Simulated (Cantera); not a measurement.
Standard-state values (1 bar) from the NASA 1993 polynomials, evaluated with Cantera. Values are per mole of reaction as written; species without (g) are pure solids or liquids, kept so even where they would boil at 1 bar. TaC: taken at fixed stoichiometry.

### Question
Between 1150 and 1400 K, where is each reaction favourable under standard conditions?
- TaC + 4 NO(g) = 4 N(g) + TaO₂(g) + CO₂(g)

### Answer
- TaC + 4 NO(g) = 4 N(g) + TaO₂(g) + CO₂(g): ΔG° is 813 kJ at 1150 K and 754 kJ at 1400 K; it stays positive (K < 1). ΔH° is 1084 kJ and ΔS° 235 J/K at 1400 K.
